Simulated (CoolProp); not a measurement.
Vapour pressure (bar) of n-perfluoropentane: the reference equation beside estimates from Tc = 147.9 °C, pc = 20.63 bar, ω = 0.436. Clausius-Clapeyron is anchored at -71.45 °C with a constant enthalpy of vaporisation of 33.45 kJ/mol.

The numbers come from the reference Helmholtz-energy equation of state, Gao 2022 in CoolProp.

```json
[
 {"T (°C)": "-71.45", "reference": "0.002228", "Clausius-Clapeyron": "0.002228", "Peng-Robinson": "0.002577"},
 {"T (°C)": "-46.65", "reference": "0.01881", "Clausius-Clapeyron": "(withheld)", "Peng-Robinson": "(withheld)"},
 {"T (°C)": "-21.95", "reference": "0.09545", "Clausius-Clapeyron": "0.1134", "Peng-Robinson": "(withheld)"},
 {"T (°C)": "2.85", "reference": "0.3426", "Clausius-Clapeyron": "0.4782", "Peng-Robinson": "(withheld)"},
 {"T (°C)": "27.65", "reference": "0.9533", "Clausius-Clapeyron": "1.590", "Peng-Robinson": "0.9547"},
 {"T (°C)": "52.35", "reference": "2.196", "Clausius-Clapeyron": "4.387", "Peng-Robinson": "2.194"},
 {"T (°C)": "77.15", "reference": "4.426", "Clausius-Clapeyron": "10.52", "Peng-Robinson": "(withheld)"},
 {"T (°C)": "101.95", "reference": "8.055", "Clausius-Clapeyron": "22.48", "Peng-Robinson": "(withheld)"},
 {"T (°C)": "126.65", "reference": "(withheld)", "Clausius-Clapeyron": "43.61", "Peng-Robinson": "(withheld)"}
]
```

Q: What belongs in the gaps?

A: 
- -46.65, Clausius-Clapeyron: 0.01978
- -46.65, Peng-Robinson: 0.02030
- -21.95, Peng-Robinson: 0.09891
- 2.85, Peng-Robinson: 0.3468
- 77.15, Peng-Robinson: 4.436
- 101.95, Peng-Robinson: 8.119
- 126.65, reference: 13.60
- 126.65, Peng-Robinson: 13.75

Absolute difference from the reference over all 9 rows, mean and median: Clausius-Clapeyron 85.3 and 66.8 %, Peng-Robinson 3.4 and 1.1 %.
